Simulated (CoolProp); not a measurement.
R152A at several states: Z from the reference equation and from simpler models built on Tc = 113.3 °C, pc = 45.17 bar, ω = 0.275; each cubic takes its own stable root.

Computed with CoolProp (reference Helmholtz-energy equation of state, Outcalt 1996). It is a modified Benedict-Webb-Rubin equation, recast in Helmholtz form.

```json
[
 {"T (°C)": "95.55", "p (bar)": "2.33", "phase": "gas", "reference": "0.9770", "van der Waals": "0.9826", "Soave-Redlich-Kwong": "0.9791", "Peng-Robinson": "0.9771"},
 {"T (°C)": "-67.45", "p (bar)": "0.846", "phase": "liquid", "reference": "0.002977", "van der Waals": "0.9760", "Soave-Redlich-Kwong": "0.003595", "Peng-Robinson": "0.003193"},
 {"T (°C)": "81.05", "p (bar)": "0.656", "phase": "gas", "reference": "0.9926", "van der Waals": "0.9947", "Soave-Redlich-Kwong": "0.9934", "Peng-Robinson": "0.9928"},
 {"T (°C)": "59.75", "p (bar)": "0.395", "phase": "gas", "reference": "0.9944", "van der Waals": "0.9963", "Soave-Redlich-Kwong": "0.9952", "Peng-Robinson": "0.9948"},
 {"T (°C)": "47.65", "p (bar)": "1.55", "phase": "gas", "reference": "0.9747", "van der Waals": "0.9839", "Soave-Redlich-Kwong": "0.9784", "Peng-Robinson": "0.9768"}
]
```

At some of these states van der Waals gives the other phase, because its saturation line lies elsewhere.
